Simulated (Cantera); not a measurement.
Input (Python, Cantera) and output of one run.

```python
import numpy as np
import cantera as ct

gas_names = """
    CL CLO CL2 H HCL HOCL HO2 H2 H2O H2O2 O OH O2 O3
""".split()
cond_names = """
    H2O(s) H2O(L)
""".split()


def load(file, names, dense=False):
    # The tables refer to 1 bar. Condensed volumes are neglected.
    table = {s.name: s for s in ct.Species.list_from_file(file)}
    out = []
    for n in names:
        d = dict(table[n].input_data)
        d["thermo"] = dict(d["thermo"], **{"reference-pressure": 1e5})
        if dense:
            d["equation-of-state"] = {"model": "constant-volume", "density": "1e6 g/cm^3"}
        out.append(ct.Species.from_dict(d))
    return out


gas = ct.Solution(thermo="ideal-gas", species=load("nasa_gas.yaml", gas_names))
cond = {s.name: ct.Solution(thermo="fixed-stoichiometry", species=[s], name=s.name)
        for s in load("nasa_condensed.yaml", cond_names, dense=True)}
atoms = {
    'HCl': {'H': 1, 'CL': 1},
    'O2': {'O': 2},
}
top_T = {}  # K; cautious upper limits of use, not melting points


def equilibrate(T, P, feed):
    n = {}
    for name, mol in feed.items():
        for a, k in atoms[name].items():
            n[a] = n.get(a, 0.0) + k * mol
    gas.TPX = T, P, n
    mass = sum(n.values()) * gas.mean_molecular_weight
    gas.equilibrate("TP")
    valid = [c for c in cond.values() if c.min_temp <= T <= top_T.get(c.name, c.max_temp)]
    mix = ct.Mixture([(gas, mass / gas.mean_molecular_weight)] + [(c, 0.0) for c in valid])
    mix.T, mix.P = T, P
    mix.equilibrate("TP", solver="vcs", rtol=1e-11, max_steps=5000)
    return mix


results = []
feed = {'HCl': 1, 'O2': 0.092}  # mol
T = 1550  # K
P = 650000  # Pa
mix = equilibrate(T, P, feed)
results.append((T, P, feed, dict(zip(mix.species_names, mix.species_moles))))
x = sorted(zip(gas.X, gas.species_names), reverse=True)
print(f"T = {T:g} K  P = {P:g} Pa  gas = {mix.phase_moles(0):.4g} mol")
print("   x: " + "  ".join(f"{s} {v:.3e}" for v, s in x if v > 0.0001))
print("   condensed (mol): " + ("  ".join(f"{mix.phase(i).name} {mix.phase_moles(i):.4g}"
      for i in range(1, mix.n_phases) if mix.phase_moles(i) > 1e-12) or "none"))
```

It prints:

```
T = 1550 K  P = 650000 Pa  gas = 1.048 mol
   x: HCL 7.683e-01  H2O 9.274e-02  CL2 8.800e-02  O2 4.125e-02  CL 9.417e-03  HOCL 1.313e-04  CLO 1.127e-04
   condensed (mol): none
```

These are equilibrium values from Cantera (NASA tables, ideal gas, pure condensed phases), not measurements of a reactor.
